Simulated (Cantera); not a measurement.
Adiabatic ignition

An adiabatic, constant-volume homogeneous reactor starts with CH4 : O2 : N2 = 1 : 4.65 : 17.5 (molar parts), at 1800 K and 11.0 bar.

Detailed kinetics in Cantera: GRI-Mech 3.0 (53 species, 325 reactions).

| t (s) | T (K) | P (bar) | x CH4 | x O2 | x CH3 | x H2 | x NO | x H | x C2H |
|---|---|---|---|---|---|---|---|---|---|
| 1.00e-6 | 1800 | 11.0 | 0.0431 | 0.201 | 5.07e-5 | 6.67e-6 | 3.52e-12 | 4.28e-7 | <1e-12 |
| 2.86e-6 | 1800 | 11.0 | 0.0429 | 0.201 | 0.000199 | 3.06e-5 | 2.16e-11 | 9.76e-7 | <1e-12 |
| 8.18e-6 | 1813 | 11.1 | 0.0397 | 0.199 | 0.00104 | 0.000595 | 3.77e-10 | 1.39e-5 | 6.00e-11 |
| 2.34e-5 | 2785 | 17.2 | <1e-12 | 0.111 | <1e-12 | 0.00118 | 0.000693 | 0.000655 | <1e-12 |
| 6.69e-5 | 2780 | 17.1 | <1e-12 | 0.110 | <1e-12 | 0.00116 | 0.00350 | 0.000634 | <1e-12 |
| 0.000191 | 2768 | 17.0 | <1e-12 | 0.107 | <1e-12 | 0.00113 | 0.00971 | 0.000599 | <1e-12 |
| 0.000548 | 2750 | 16.9 | <1e-12 | 0.102 | <1e-12 | 0.00108 | 0.0183 | 0.000552 | <1e-12 |
| 0.00157 | 2742 | 16.9 | <1e-12 | 0.100 | <1e-12 | 0.00106 | 0.0225 | 0.000530 | <1e-12 |
| 0.00448 | 2741 | 16.9 | <1e-12 | 0.100 | <1e-12 | 0.00106 | 0.0227 | 0.000529 | <1e-12 |
| 0.0128 | 2741 | 16.9 | <1e-12 | 0.100 | <1e-12 | 0.00106 | 0.0227 | 0.000529 | <1e-12 |
| 0.0367 | 2741 | 16.9 | <1e-12 | 0.100 | <1e-12 | 0.00106 | 0.0227 | 0.000529 | <1e-12 |
| 0.105 | 2741 | 16.9 | <1e-12 | 0.100 | <1e-12 | 0.00106 | 0.0227 | 0.000529 | <1e-12 |
| 0.300 | 2741 | 16.9 | <1e-12 | 0.100 | <1e-12 | 0.00106 | 0.0227 | 0.000529 | <1e-12 |
x: mole fraction; the columns are a selection and need not sum to one.

```
Item                                                               Value
---------------------------------  -------------------------------------
time of steepest temperature rise                                13.1 µs
temperature at 0.300 s                                            2741 K
equilibrium temperature                                           2741 K
x(CH4) at 0.300 s                  <1e-12 (gas-phase equilibrium <1e-12)
x(O2) at 0.300 s                     0.100 (gas-phase equilibrium 0.100)
x(CH3) at 0.300 s                  <1e-12 (gas-phase equilibrium <1e-12)
```
